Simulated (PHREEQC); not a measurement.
Make-up at 20 °C: 0.0011 mol NiSO4, 0.00039 mol H2SO4 and 0.00014 mol NaCl per kg of water. Closed to the air; pH follows from the charge balance.

All values are PHREEQC results (ion-association model, wateq4f.dat), not measurements.

```tsv
quantity	before	after
pH	3.17	3.15
ionic strength (mol/kgw)	0.00507	0.00207
SO4-2 (mol/kgw)	0.00130	0.000565
HSO4- (mol/kgw)	6.10e-5	3.05e-5
NaSO4- (mol/kgw)	6.52e-7	3.14e-7
SI of Halite (NaCl)	-9.35	-9.32
SI of Mirabilite (Na2SO4:10H2O)	-9.44	-9.74
```

Question: Which change was made?
A) NiSO4 left out
B) NiSO4 from 0.0011 to 0.00022 mol/kgw
C) NaCl from 0.00014 to 1.4e-05 mol/kgw
D) NiSO4 from 0.0011 to 0.00121 mol/kgw
E) H2SO4 replaced by K2SO4 at the same molality

Answer: B, NiSO4 from 0.0011 to 0.00022 mol/kgw

Precipitation was switched off in this run.
